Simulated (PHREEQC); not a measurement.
Solution (20 °C): 2.6 mmol/kgw HCl, 0.24 mmol/kgw MgSO4 and 2.4 mmol/kgw KBr. Closed to the air; pH follows from the charge balance.

Equilibrium calculation in PHREEQC: ion-association model, phreeqc.dat.

```json
[
 {"quantity": "pH", "before": "2.62", "after": "2.91"},
 {"quantity": "SO4-2 (mol/kgw)", "before": "0.000200", "after": "0.000108"},
 {"quantity": "HSO4- (mol/kgw)", "before": "3.29e-5", "after": "9.69e-6"},
 {"quantity": "MgSO4 (mol/kgw)", "before": "5.14e-6", "after": "1.66e-6"},
 {"quantity": "KSO4- (mol/kgw)", "before": "2.23e-6", "after": "6.59e-7"}
]
```

**Question.** What was changed between the two runs?
(A) HCl from 0.0026 to 0.0052 mol/kgw
(B) KBr from 0.0024 to 0.00024 mol/kgw
(C) diluted 2-fold with water
(D) diluted 100-fold with water
(E) HCl left out

**Answer.** C, diluted 2-fold with water

This is a speciation only: nothing precipitates in the calculation.
